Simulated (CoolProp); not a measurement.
Saturated liquid density (kg/m³) of isobutane: the reference equation beside estimates from Tc = 134.7 °C, pc = 3629 kPa, ω = 0.184.

Model: reference Helmholtz-energy equation of state, Bücker 2006, in CoolProp.

| T (°C) | reference | van der Waals | Redlich-Kwong | Peng-Robinson |
|---|---|---|---|---|
| -34.15 | 618.0 | 387.1 | 570.6 | 655.4 |
| -31.35 | 615.0 | [?] | 567.6 | 652.4 |
| -28.55 | 612.1 | 383.5 | 564.5 | [?] |
| -25.75 | 609.1 | 381.7 | 561.4 | 646.3 |
| -22.95 | 606.1 | 379.9 | 558.3 | 643.2 |
| -20.15 | [?] | 378.0 | 555.1 | 640.0 |
| -17.35 | 600.0 | 376.2 | 551.9 | 636.7 |
| -14.55 | 596.9 | 374.3 | [?] | 633.4 |
| -11.75 | 593.8 | 372.4 | 545.3 | 630.1 |
| -8.95 | 590.7 | 370.5 | [?] | 626.7 |
| -6.15 | 587.6 | 368.5 | 538.5 | 623.2 |
| -3.35 | 584.4 | 366.5 | 535.0 | 619.7 |
| -0.55 | 581.2 | 364.6 | 531.5 | 616.1 |
| 2.25 | 578.0 | 362.5 | 528.0 | 612.4 |
| 5.05 | [?] | 360.5 | 524.4 | 608.7 |

Problem. What belongs in the gaps?

Solution. 
- -31.35, van der Waals: 385.3
- -28.55, Peng-Robinson: 649.4
- -20.15, reference: 603.0
- -14.55, Redlich-Kwong: 548.6
- -8.95, Redlich-Kwong: 541.9
- 5.05, reference: 574.7

Absolute difference from the reference over all 15 rows, mean and median: van der Waals 37.3 and 37.3 %, Redlich-Kwong 8.1 and 8.1 %, Peng-Robinson 6.1 and 6.1 %.
